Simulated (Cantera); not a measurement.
Feed: 1 mol BCl3, 17 mol H2, equilibrated at 0.210 Torr.

These are equilibrium values from Cantera (NASA tables, ideal gas, pure condensed phases), not measurements of a reactor. Candidate condensed phases: B; 13 gas species. Gases not in the tables: BHCl2. Equilibrium is a limit: real reactors are often held back by kinetics, nucleation or transport.

**Question.** What share of the B ends up in condensed phases as a function of T (K), at 1450, 1475, 1500, 1525, 1550, 1575, 1600, 1625, 1650?

**Answer.** 
| T (K) | B condensed (%) | as |
|---|---|---|
| 1450 | 96.6 | B(s) |
| 1475 | 95.8 | B(s) |
| 1500 | 94.7 | B(s) |
| 1525 | 93.2 | B(s) |
| 1550 | 91.2 | B(s) |
| 1575 | 88.7 | B(s) |
| 1600 | 85.6 | B(s) |
| 1625 | 81.7 | B(s) |
| 1650 | 76.9 | B(s) |
